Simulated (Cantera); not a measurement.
Feed: 1 mol c-C₄F₈, 0.046 mol CH₄, 0.46 mol H₂, held at 2148.15 K and 1.60 Pa.

These are equilibrium values from Cantera (NASA tables, ideal gas, pure condensed phases), not measurements of a reactor. Candidate condensed phases: C, C₆H₆, C₇H₈, C₈H₁₈; 95 gas species. The feed counts by its element totals alone. Rates play no part.

Question: What is the equilibrium state?

Answer: 
```json
{
 "x(F)": "0.830",
 "x(HF)": "0.141",
 "x(CF₂)": "0.0217",
 "x(CF)": "0.00759",
 "x(H)": "0.000133",
 "x(C₃)": "5.15e-5",
 "x(C)": "3.71e-5",
 "x(CF₃)": "1.44e-5",
 "x(CF₄)": "6.19e-6",
 "n(C(graphite))": "3.82 mol",
 "gas_amount": "7.832 mol"
}
```
